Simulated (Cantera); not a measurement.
Feed: 1 mol SiH₂Cl₂, 0.024 mol HCl, 200 mol N₂, equilibrated at 1398 K and 190000 Pa.

Equilibrium computed with Cantera from the NASA thermochemical tables; the gas is ideal and each condensed phase is pure. Candidate condensed phases: NH₄Cl, Si, Si₃N₄; 28 gas species. N₂ is the only nitrogen source here; it is nearly inert below about 1500 K, so the nitride shown seldom forms there in practice. The tables' values for SiCl₃ are old estimates; treat these amounts as uncertain. Kinetics and transport are ignored.

Task: What is the equilibrium state?

Result: 
| Property | Result |
|---|---|
| x(N₂) | 0.990 |
| x(HCl) | 0.00796 |
| x(H₂) | 0.00105 |
| x(SiCl₄) | 0.000456 |
| x(SiCl₃) | 6.23e-5 |
| x(SiCl₂) | 3.64e-5 |
| x(SiHCl₃) | 4.20e-6 |
| n(Si₃N₄(s)) | 0.296 mol |
| gas amount | 201.3 mol |
| log10 activity of Si(s) (absent) | -3.69 |
